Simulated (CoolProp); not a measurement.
Vapour-liquid equilibrium of R22 (1) + R114 (2) at 304.5 K; x and y are mole fractions of (1).

The numbers come from the multi-fluid Helmholtz-energy mixture model, Kamei 1995 and Platzer 1990; pair parameters Bell 2016 in CoolProp. This equation is an older, rougher fit; its heat capacities, sound speeds and derivatives of the liquid may be far off and weren't checked against measurements.

```json
[
 {"x": "0.05", "bubble pressure (MPa)": "0.3401", "y at the bubble point": "0.248", "dew pressure at overall composition x (MPa)": "0.2746", "liquid density (mol/L)": "8.549"},
 {"x": "0.125", "bubble pressure (MPa)": "0.4411", "y at the bubble point": "0.444", "dew pressure at overall composition x (MPa)": "0.2963", "liquid density (mol/L)": "8.791"},
 {"x": "0.2", "bubble pressure (MPa)": "0.5273", "y at the bubble point": "0.556", "dew pressure at overall composition x (MPa)": "0.3216", "liquid density (mol/L)": "9.049"},
 {"x": "0.275", "bubble pressure (MPa)": "0.6034", "y at the bubble point": "0.632", "dew pressure at overall composition x (MPa)": "0.3513", "liquid density (mol/L)": "9.325"},
 {"x": "0.35", "bubble pressure (MPa)": "0.6727", "y at the bubble point": "0.690", "dew pressure at overall composition x (MPa)": "0.3866", "liquid density (mol/L)": "9.620"},
 {"x": "0.425", "bubble pressure (MPa)": "0.7379", "y at the bubble point": "0.737", "dew pressure at overall composition x (MPa)": "0.4292", "liquid density (mol/L)": "9.937"},
 {"x": "0.5", "bubble pressure (MPa)": "0.8008", "y at the bubble point": "0.778", "dew pressure at overall composition x (MPa)": "0.4810", "liquid density (mol/L)": "10.28"},
 {"x": "0.575", "bubble pressure (MPa)": "0.8628", "y at the bubble point": "0.815", "dew pressure at overall composition x (MPa)": "0.5448", "liquid density (mol/L)": "10.65"},
 {"x": "0.65", "bubble pressure (MPa)": "0.9250", "y at the bubble point": "0.850", "dew pressure at overall composition x (MPa)": "0.6238", "liquid density (mol/L)": "11.05"},
 {"x": "0.725", "bubble pressure (MPa)": "0.9881", "y at the bubble point": "0.883", "dew pressure at overall composition x (MPa)": "0.7209", "liquid density (mol/L)": "11.49"},
 {"x": "0.8", "bubble pressure (MPa)": "1.053", "y at the bubble point": "0.916", "dew pressure at overall composition x (MPa)": "0.8374", "liquid density (mol/L)": "11.96"},
 {"x": "0.875", "bubble pressure (MPa)": "1.119", "y at the bubble point": "0.948", "dew pressure at overall composition x (MPa)": "0.9725", "liquid density (mol/L)": "12.49"},
 {"x": "0.95", "bubble pressure (MPa)": "1.188", "y at the bubble point": "0.979", "dew pressure at overall composition x (MPa)": "1.124", "liquid density (mol/L)": "13.06"}
]
```

No azeotrope shows between x = 0.05 and 0.95.

Pair parameters are fitted to limited data, so mixtures are less certain than the pure fluids.
